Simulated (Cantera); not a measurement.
Input: 1 mol B2O3, 2.3 mol HF, 0.34 mol N2, equilibrated at 1350 °C.

Cantera equilibrium calculation (NASA polynomials, part measured and part estimated; ideal gas, pure solids and liquids). Candidate condensed phases: B, BN, B2O3, B3O3H3, H2O; 62 gas species. Gases not in the tables: H3BO3. The numbers say what is thermodynamically allowed, not how fast it happens.

Question: Which condensed phases are stable at each of these points (P (Pa)): 1, 6.80, 46, 320, 2200, 15000, 100000?

Answer: 
```tsv
P (Pa)	condensed phases	B condensed (%)
1	gas only	0.0
6.80	gas only	0.0
46	gas only	0.0
320	gas only	0.0
2200	gas only	0.0
15000	B2O3(l)	30.0
100000	B2O3(l)	56.1
```

From 1.00 Pa to 22.0 mbar nothing is condensed. From 0.150 bar to 1.00 bar the condensed part is B2O3(l).
